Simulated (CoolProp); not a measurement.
Vapour-liquid equilibrium of carbon dioxide (1) + hydrogen sulfide (2) at 1220 kPa; x and y are mole fractions of (1).

Computed with CoolProp (multi-fluid Helmholtz-energy mixture model, Span 1996 and Lemmon 2006; pair parameters Kunz 2012).

```tsv
x	bubble temperature (°C)	y at the bubble point	dew temperature at overall composition x (°C)	liquid density (mol/L)
0.05	-2.4	0.227	4.1	24.58
0.2	-17.3	0.561	-1.4	25.25
0.35	-24.4	0.691	-7.4	25.10
0.5	-28.2	0.763	-14.3	24.62
0.65	-30.7	0.818	-22.1	24.16
0.8	-32.7	0.879	-30.0	24.02
0.95	-34.2	0.962	-34.1	24.51
```

No azeotrope shows between x = 0.05 and 0.95.

The pair parameters rest on a limited set of measurements; away from them the model extrapolates.
